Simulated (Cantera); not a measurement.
Feed: 1 mol Fe(CO)5, 0.21 mol O2, 1.8 mol H2, at 0.190 bar.

Method: chemical equilibrium by Gibbs-energy minimisation in Cantera with the NASA 1993 tables (ideal gas, pure condensed phases). Candidate condensed phases: C, C6H6, C7H8, C8H18, Fe, Fe(CO)5, FeO, Fe(OH)2, Fe(OH)3, Fe2O3, Fe3O4, H2O; 114 gas species. The tables' stoichiometric FeO is somewhat more stable than real wüstite, so its field is too wide. FeO: taken at fixed stoichiometry. Condensed phases not in the tables: cementite and carbon dissolved in iron. The numbers say what is thermodynamically allowed, not how fast it happens.

x: gas mole fraction; n: condensed amount in mol.

```
T (K)   x CO   x H2   x CO2   x H2O  x CH4       x H  n C(graphite)  n Fe(α)  n FeO(s)  n Fe(γ)
-----  -----  -----  ------  ------  -----  --------  -------------  -------  --------  -------
925    0.516  0.287   0.152  0.0418    ___  3.20e-10           1.40    0.201     0.799        0
975    0.651  0.252  0.0773  0.0187    ___   1.32e-9          0.201     1.00         0        0
1025   0.687  0.250  0.0487  0.0137    ___   5.00e-9              0     1.00         0        0
1075   0.689  0.249  0.0464  0.0156    ___   1.68e-8              0     1.00         0        0
1125   0.691  0.247  0.0444  0.0175    ___   5.07e-8              0     1.00         0        0
1175   0.693  0.245  0.0425  0.0193    ___   1.39e-7              0     1.00         0        0
1225   0.695  0.244  0.0408  0.0210    ___   3.53e-7              0        0         0     1.00
1275   0.696  0.242  0.0391  0.0226    ___   8.32e-7              0        0         0     1.00
1325   0.698  0.241  0.0376  0.0242    ___   1.84e-6              0        0         0     1.00
1375   0.699  0.239  0.0362  0.0256    ___   3.84e-6              0        0         0    1.000
```

Q: What belongs in the gaps?

A: 
- 925, x CH4: 0.00355
- 975, x CH4: 0.00151
- 1025, x CH4: 0.000553
- 1075, x CH4: 0.000140
- 1125, x CH4: 4.00e-5
- 1175, x CH4: 1.27e-5
- 1225, x CH4: 4.46e-6
- 1275, x CH4: 1.70e-6
- 1325, x CH4: 7.01e-7
- 1375, x CH4: 3.09e-7
